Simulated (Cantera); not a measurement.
A closed system holds: 1 mol Si3N4, 1.6 mol O2, 12 mol N2, equilibrated at 2.20 mbar.

Equilibrium computed with Cantera from the NASA thermochemical tables; the gas is ideal and each condensed phase is pure. Candidate condensed phases: Si, SiO2, Si2N2O, Si3N4; 16 gas species. Mutual solubility and eutectic melting of coexisting phases are not modelled. The tables hold silica as quartz up to 1696 K and as liquid above; real silica turns to tridymite and cristobalite and melts near 1996 K. Kinetics and transport are ignored.

x: gas mole fraction; n: condensed amount in mol.

```
T (K)   x N2   x SiO      x Si  n SiO2(α-quartz)  n Si2N2O(s)  n SiO2(β-quartz)
-----  -----  ------  --------  ----------------  -----------  ----------------
800     1.00  <1e-12    <1e-12              1.13        0.933                 0
875     1.00  <1e-12    <1e-12                 0        0.933              1.13
950     1.00  <1e-12    <1e-12                 0        0.933              1.13
1025    1.00     [?]    <1e-12                 0        0.933              1.13
1100    1.00     [?]    <1e-12                 0        0.933              1.13
1175    1.00     [?]    <1e-12                 0        0.933              1.13
1250   1.000     [?]    <1e-12                 0        0.933              1.13
1325   1.000     [?]  1.54e-12                 0        0.933              1.13
1400   1.000     [?]  6.46e-11                 0        0.931              1.13
1475   0.996     [?]   1.85e-9                 0        0.916              1.12
```

Problem. Fill in the missing entries.

Solution. 
- 1025, x SiO: 5.29e-11
- 1100, x SiO: 3.10e-9
- 1175, x SiO: 1.07e-7
- 1250, x SiO: 2.41e-6
- 1325, x SiO: 3.78e-5
- 1400, x SiO: 0.000438
- 1475, x SiO: 0.00394
